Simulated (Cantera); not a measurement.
What does this Cantera script print?

```python
import numpy as np
import cantera as ct

gas_names = """
    H2O P4 H2
""".split()
cond_names = """
    P4O10(s)
""".split()


# ... load() reads the species with a 1 bar reference pressure and builds the phases ...
species = {s.name: s for s in load("nasa_gas.yaml", gas_names) + load("nasa_condensed.yaml", cond_names)}
# Each term lists the table entries of one substance; the one whose range holds T is used.
reactions = {
    '10 H2O(g) + P4(g) = P4O10 + 10 H2(g)':
        [(-10, ['H2O']), (-1, ['P4']), (1, ['P4O10(s)']), (10, ['H2'])],
}


def pick(names, T):
    return next(species[n] for n in names if species[n].thermo.min_temp <= T <= species[n].thermo.max_temp)


results = []
for label, terms in reactions.items():
    print(label)
    print("     T/K   dH/kJ  dS/(J/K)   dG/kJ   log10 K")
    for T in [373, 423, 473, 523, 573, 623]:
        used = [(nu, pick(names, T)) for nu, names in terms]
        dH = sum(nu * s.thermo.h(T) for nu, s in used) / 1e6
        dS = sum(nu * s.thermo.s(T) for nu, s in used) / 1e3
        dG = dH - T * dS / 1e3
        logK = -dG * 1e6 / (ct.gas_constant * T * np.log(10))
        results.append((label, T, dH, dS, dG, logK, [s.name for _, s in used]))
        print(f"{T:8g} {dH:8.1f} {dS:8.1f} {dG:8.1f} {logK:8.2f}")
```

Result:

```
10 H2O(g) + P4(g) = P4O10 + 10 H2(g)
     T/K   dH/kJ  dS/(J/K)   dG/kJ   log10 K
     373   -642.2   -607.5   -415.6    58.20
     423   -635.4   -590.4   -385.7    47.62
     473   -627.8   -573.5   -356.6    39.38
     523   -619.6   -557.0   -328.3    32.79
     573   -610.8   -541.0   -300.9    27.43
     623   -601.5   -525.4   -274.2    22.99
```

Source: NASA polynomial tables (part measured, part estimated), evaluated in Cantera. Condensed species are held in their standard states even where they would react or evaporate.
